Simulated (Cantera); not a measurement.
Hydrocarbon pyrolysis for carbon deposition

An isothermal, constant-pressure homogeneous reactor starts with C₃H₈ : H₂ = 1 : 46 (molar parts), at 1950 K and 0.00592 atm.

Cantera simulation using GRI-Mech 3.0 (53 species, 325 reactions); the numbers are that mechanism's predictions, not measurements. GRI-Mech 3.0 was tuned for natural gas; its chemistry of propane as a main component is partial and can be far from experiment. GRI-Mech 3.0 stops at C3 and has no aromatics, soot or wall deposition, so with more carbon than oxygen in the feed, carbon stays in small species such as C2H2 where larger ones or solid carbon would form. Radical loss at walls, strong at low pressure, is not modelled.

| t (s) | x C₃H₈ | x H₂ | x C₂H₆ | x H | x CH₄ |
|---|---|---|---|---|---|
| 4.00e-6 | 0.0207 | 0.978 | 7.94e-6 | 5.75e-5 | 1.87e-5 |
| 1.20e-5 | 0.0194 | 0.977 | 6.26e-5 | 0.000417 | 0.000160 |
| 3.62e-5 | 0.0154 | 0.971 | 0.000357 | 0.00202 | 0.00135 |
| 0.000109 | 0.00541 | 0.954 | 0.000668 | 0.00658 | 0.0105 |
| 0.000328 | 2.31e-5 | 0.940 | 3.91e-5 | 0.0128 | 0.0256 |
| 0.000988 | 1.99e-9 | 0.943 | 6.04e-6 | 0.0105 | 0.0260 |
| 0.00297 | 1.29e-9 | 0.946 | 4.60e-6 | 0.00909 | 0.0245 |
| 0.00894 | 6.22e-10 | 0.950 | 2.88e-6 | 0.00763 | 0.0211 |
| 0.0269 | 1.99e-10 | 0.954 | 1.37e-6 | 0.00646 | 0.0159 |
| 0.0810 | 3.94e-11 | 0.958 | 4.68e-7 | 0.00642 | 0.00932 |
| 0.244 | 2.69e-12 | 0.960 | 7.67e-8 | 0.00770 | 0.00344 |
| 0.734 | <1e-12 | 0.960 | 4.78e-9 | 0.0101 | 0.000755 |
| 2.21 | <1e-12 | 0.957 | 1.87e-10 | 0.0130 | 0.000134 |
| 6.65 | <1e-12 | 0.956 | 1.28e-11 | 0.0145 | 3.23e-5 |
| 20.0 | <1e-12 | 0.956 | 5.56e-12 | 0.0146 | 2.02e-5 |
x: mole fraction; the columns are a selection and need not sum to one.

Equilibrium at this temperature and pressure: C₃H₈ <1e-12, H₂ 0.956, C₂H₆ 5.48e-12, H 0.0146, CH₄ 2.00e-5 (gas phase only).
